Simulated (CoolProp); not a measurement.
The fluid at 298.15 K and 8.71 MPa flows at 1.1 m/s in a round tube of 50 mm bore and 45 µm roughness, fully developed (64/Re and Nu = 3.66 if laminar; Colebrook and Gnielinski if turbulent). The same conditions are run with several fluids, on thermodynamics alone (safety and materials aside).

Model: reference Helmholtz-energy equation of state of each fluid (R410A: Lemmon 2003; n-heptane: Span 2003; n-nonane: Lemmon 2006; water: Wagner 2002; n-pentane: Thol 2019), in CoolProp. Blends and air are pseudo-pure fits.

```
fluid      Reynolds number  Darcy friction factor  pressure drop (Pa/m)  heat-transfer coefficient (W/(m² K))  mass flow (kg/h)
---------  ---------------  ---------------------  --------------------  ------------------------------------  ----------------
R410A               440000                 0.0199                   268                                  3230              8660
n-heptane              ___                 0.0221                   ___                                  1590              5350
n-nonane             55300                 0.0234                   204                                  1270              5610
water                61900                 0.0231                   279                                  5030              7780
n-pentane              ___                 0.0208                   159                                   ___              4910
```

**Question.** Complete the blanks.

**Answer.** 
- n-heptane, Reynolds number: 88500
- n-heptane, pressure drop (Pa/m): 184
- n-pentane, Reynolds number: 172000
- n-pentane, heat-transfer coefficient (W/(m² K)): 2090

Transport values come from each fluid's own correlations; those of n-pentane are estimates that may be off by 10 % or more.
